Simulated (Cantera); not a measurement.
Cantera run:

```python
import numpy as np
import cantera as ct

gas_names = [...]  # 140 gases of nasa_gas.yaml made of C, Fe, H, N, O
cond_names = """
    C(gr) C6H6(L) C7H8(L) C8H18(L),n-octa Fe(a) Fe(c) Fe(d) Fe(L) FeC5O5(L) FeO(s) FeO(L) Fe(OH)2(s)
    Fe(OH)3(s) Fe2O3(s) Fe3O4(s) H2O(s) H2O(L)
""".split()


# ... load() reads the species with a 1 bar reference pressure and builds the phases ...
atoms = {
    'Fe(CO)5': {'Fe': 1, 'C': 5, 'O': 5},
    'H2': {'H': 2},
    'N2': {'N': 2},
}
top_T = {'C(gr)': 4500, 'Fe2O3(s)': 1830, 'Fe3O4(s)': 1870}  # K; cautious upper limits of use, not melting points


# ... equilibrate(T, P, feed) seeds the gas with the atoms and calls Mixture.equilibrate('TP', solver="gibbs", rtol=1e-10, max_steps=50000) ...
results = []
feed = {'Fe(CO)5': 1, 'H2': 4.7, 'N2': 14}  # mol
P = 10000  # Pa
for T in [1025, 1075, 1125, 1175, 1225, 1275, 1325, 1375, 1425, 1475, 1525]:
    mix = equilibrate(T, P, feed)
    results.append((T, P, feed, dict(zip(mix.species_names, mix.species_moles))))

top = {s: max(r[3][s] / sum(r[3][g] for g in gas_names) for r in results) for s in gas_names}
cols = sorted((s for s in top if top[s] > 1e-05), key=lambda s: -top[s])[:5]
seen = [c for c in cond_names if any(r[3].get(c, 0) > 1e-12 for r in results)]
print("log10 of partial pressures in bar; condensed amounts in mol")
print(f"{'T/K':>10s}" + "".join(f"{s[:9]:>10s}" for s in cols + seen))
for T, P, feed, n in results:
    ng = sum(n[g] for g in gas_names)
    print(f"{T:10.4g}" + "".join(f"{np.log10(max(n[s] / ng * P / 1e5, 1e-99)):10.3f}" for s in cols)
          + "".join(f"{n.get(c, 0):10.4g}" for c in seen))
```

It prints:

```
log10 of partial pressures in bar; condensed amounts in mol
       T/K        N2        CO        H2       CO2       H2O     C(gr)     Fe(a)     Fe(c)
      1025    -1.227    -1.683    -1.705    -3.829    -3.964   0.05385         1         0
      1075    -1.228    -1.679    -1.704    -4.224    -4.281   0.02221         1         0
      1125    -1.228    -1.677    -1.703    -4.587    -4.572  0.009539         1         0
      1175    -1.228    -1.676    -1.703    -4.920    -4.840  0.004036         1         0
      1225    -1.229    -1.676    -1.703    -5.225    -5.086  0.001335         0         1
      1275    -1.229    -1.676    -1.703    -5.474    -5.280         0         0         1
      1325    -1.229    -1.676    -1.703    -5.569    -5.325         0         0         1
      1375    -1.229    -1.676    -1.703    -5.635    -5.347         0         0         1
      1425    -1.229    -1.676    -1.703    -5.685    -5.355         0         0         1
      1475    -1.229    -1.676    -1.703    -5.726    -5.358         0         0         1
      1525    -1.229    -1.676    -1.703    -5.760    -5.357         0         0    0.9999
```

These are equilibrium values from Cantera (NASA tables, ideal gas, pure condensed phases), not measurements of a reactor. Condensed phases not in the tables: cementite and carbon dissolved in iron.
